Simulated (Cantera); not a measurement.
Input: 1 mol MgCO₃, 0.4 mol SO₂, 0.57 mol O₂, equilibrated at 4.60 bar.

Method: chemical equilibrium by Gibbs-energy minimisation in Cantera with the NASA 1993 tables (ideal gas, pure condensed phases). Candidate condensed phases: C, Mg, MgCO₃, MgO, MgS, MgSO₄, S; 26 gas species. Kinetics and transport are ignored. All values below are at 500 °C.

Base state: CO₂ 0.730, O₂ 0.270 (mole fractions); condensed: MgO(s) + MgSO₄(s).

Question: What changes in the equilibrium state with this change: 0.0027 mol CH₄ added?

Answer: 
```
species        before    after
-------------  ------  -------
CO₂             0.730    0.730
O₂              0.270    0.266
H₂O                 0  0.00393
MgO(s), mol     0.600    0.600
MgSO₄(s), mol   0.400    0.400
```
Further candidate phases: C₆H₆, C₇H₈, C₈H₁₈, H₂O, H₂SO₄, Mg(OH)₂.
